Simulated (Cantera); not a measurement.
Feed: 1 mol CH₃Cl, 0.054 mol H₂, 0.014 mol HCl, equilibrated at 2777 °C and 0.000190 bar.

Method: chemical equilibrium by Gibbs-energy minimisation in Cantera with the NASA 1993 tables (ideal gas, pure condensed phases). Candidate condensed phases: C, C₆H₆, C₇H₈, C₈H₁₈; 91 gas species. Equilibrium is a limit: real reactors are often held back by kinetics, nucleation or transport.

Base state: H 0.648, Cl 0.211, C 0.0934, C₃ 0.0293, C₂ 0.0137, H₂ 0.00237, HCl 0.00114, C₂H 0.000413 (mole fractions); condensed: gas only.

Question: What changes in the equilibrium state with this change: temperature from 2777 °C to 1275 °C?

Answer: 
| species | before | after |
|---|---|---|
| H₂ | 0.00237 | 0.509 |
| HCl | 0.00114 | 0.488 |
| H | 0.648 | 0.00159 |
| C | 0.0934 | <1e-9 |
| C₃ | 0.0293 | <1e-9 |
| C₂ | 0.0137 | <1e-9 |
| Cl | 0.211 | 0.00122 |
| C₂H | 0.000413 | <1e-9 |
| C₅ | 2.99e-5 | <1e-9 |
| CH | 2.59e-5 | <1e-9 |
| C(graphite), mol | 0 | 1.000 |

Question: What changes in the equilibrium state with this change: temperature from 2777 °C to 2577 °C?

Answer: 
| species | before | after |
|---|---|---|
| H | 0.648 | 0.667 |
| Cl | 0.211 | 0.220 |
| C₃ | 0.0293 | 0.0549 |
| C | 0.0934 | 0.0335 |
| C₂ | 0.0137 | 0.00958 |
| C₂H₂ (acetylene) | 8.17e-6 | 0.000112 |
| C₅ | 2.99e-5 | 0.000199 |
| H₂ | 0.00237 | 0.00894 |
| HCl | 0.00114 | 0.00429 |
| C₂H | 0.000413 | 0.00115 |

Question: What changes in the equilibrium state with this change: temperature from 2777 °C to 2677 °C?

Answer: 
```csv
species,before,after
H,0.648,0.661
Cl,0.211,0.217
C,0.0934,0.0587
C₃,0.0293,0.0435
C₂,0.0137,0.0122
C₂H₂ (acetylene),8.17e-6,3.12e-5
C₅,2.99e-5,8.69e-5
H₂,0.00237,0.00456
HCl,0.00114,0.00218
```
